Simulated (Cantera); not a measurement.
A perfectly stirred reactor is fed with CO : O₂ : H₂O : N₂ = 0.0025 : 0.081 : 0.0084 : 1 (molar parts), equivalence ratio 0.015, at 1000000 Pa; it is held at 1450 K, and followed from long to short residence time.

Computed with Cantera and GRI-Mech 3.0 (53 species, 325 reactions).

Question: What does this change do: N2 1 to 4.7 parts?

Answer: 
| quantity | before | after |
|---|---|---|
| x(CO) at τ = 1.60 s | 6.00e-6 | 3.21e-6 |
| x(O₂) at τ = 1.60 s | 0.0731 | 0.0166 |
| x(H₂O) at τ = 1.60 s | 0.00770 | 0.00175 |
| x(CO₂) at τ = 1.60 s | 0.00229 | 0.000519 |
| x(NO) at τ = 1.60 s | 2.33e-7 | 1.67e-7 |
| x(CO) at τ = 18.0 ms | 0.000169 | 8.49e-5 |
| x(O₂) at τ = 18.0 ms | 0.0732 | 0.0167 |
| x(H₂O) at τ = 18.0 ms | 0.00769 | 0.00175 |
| x(CO₂) at τ = 18.0 ms | 0.00212 | 0.000437 |
| x(NO) at τ = 18.0 ms | 1.74e-7 | 1.12e-7 |
